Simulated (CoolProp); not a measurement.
Values from CoolProp's reference Helmholtz-energy equation of state, Span 2000.

### Question
Give the vapour pressure (kPa), vapour density (kg/m³), liquid viscosity (µPa s), vapour viscosity (µPa s) of saturated nitrogen at 101.1 K.

### Answer
| T (K) | p (kPa) | vapour density (kg/m³) | liquid viscosity (µPa s) | vapour viscosity (µPa s) |
|---|---|---|---|---|
| 101.1 | 839 | 34.5 | 73.3 | 7.54 |

Viscosity comes from a separate model (Lemmon 2004).
